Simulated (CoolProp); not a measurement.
Vapour pressure (MPa) of R1123: the reference equation beside estimates from Tc = 331.7 K, pc = 4.549 MPa, ω = 0.243.

Model: reference Helmholtz-energy equation of state, Akasaka 2020, in CoolProp.

```tsv
T (K)	reference	van der Waals	Soave-Redlich-Kwong
233.7	0.2766	___	0.2766
238	0.3289	___	0.3294
242.3	___	1.129	0.3897
246.6	0.4559	1.231	0.4580
250.9	0.5318	1.338	0.5350
255.2	0.6167	1.451	0.6213
259.5	0.7115	1.571	0.7178
263.8	0.8166	1.696	0.8250
268.1	0.9330	1.828	___
272.3	1.058	1.962	___
```

Task: Fill in the missing entries.

Result: 
- 233.7, van der Waals: 0.9420
- 238, van der Waals: 1.033
- 242.3, reference: 0.3885
- 268.1, Soave-Redlich-Kwong: 0.9437
- 272.3, Soave-Redlich-Kwong: 1.071

Absolute difference from the reference over all 10 rows, mean and median: van der Waals 151.2 and 143.4 %, Soave-Redlich-Kwong 0.7 and 0.7 %.
